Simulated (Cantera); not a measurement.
A perfectly stirred reactor is fed with CO : O2 : H2O : N2 = 0.027 : 0.025 : 0.019 : 1 (molar parts), equivalence ratio 0.54, at 3230 Torr; it is held at 1450 K, and followed from long to short residence time.

Model: GRI-Mech 3.0 (53 species, 325 reactions), integrated in Cantera.

**Question.** What does this change do: pressure from 3230 Torr to 405 Torr?

**Answer.** 
```json
[
 {"quantity": "x(CO) at τ = 7.50 s", "before": "1.63e-5", "after": "6.24e-5"},
 {"quantity": "x(O2) at τ = 7.50 s", "before": "0.0109", "after": "0.0109"},
 {"quantity": "x(H2O) at τ = 7.50 s", "before": "0.0180", "after": "0.0179"},
 {"quantity": "x(O) at τ = 7.50 s", "before": "8.63e-7", "after": "1.29e-5"},
 {"quantity": "x(CO2) at τ = 7.50 s", "before": "0.0255", "after": "0.0255"},
 {"quantity": "x(CO) at τ = 0.150 s", "before": "0.000242", "after": "0.000795"},
 {"quantity": "x(O2) at τ = 0.150 s", "before": "0.0110", "after": "0.0112"},
 {"quantity": "x(H2O) at τ = 0.150 s", "before": "0.0179", "after": "0.0177"},
 {"quantity": "x(O) at τ = 0.150 s", "before": "9.99e-6", "after": "0.000163"},
 {"quantity": "x(CO2) at τ = 0.150 s", "before": "0.0253", "after": "0.0247"}
]
```

**Question.** What does this change do: H2O 0.019 to 0.11 parts?

**Answer.** 
| quantity | before | after |
|---|---|---|
| x(CO) at τ = 7.50 s | 1.63e-5 | 1.02e-5 |
| x(O2) at τ = 7.50 s | 0.0109 | 0.0100 |
| x(H2O) at τ = 7.50 s | 0.0180 | 0.0958 |
| x(O) at τ = 7.50 s | 8.63e-7 | 2.98e-7 |
| x(CO2) at τ = 7.50 s | 0.0255 | 0.0235 |
| x(CO) at τ = 0.150 s | 0.000242 | 0.000166 |
| x(O2) at τ = 0.150 s | 0.0110 | 0.0101 |
| x(H2O) at τ = 0.150 s | 0.0179 | 0.0957 |
| x(O) at τ = 0.150 s | 9.99e-6 | 2.86e-6 |
| x(CO2) at τ = 0.150 s | 0.0253 | 0.0233 |
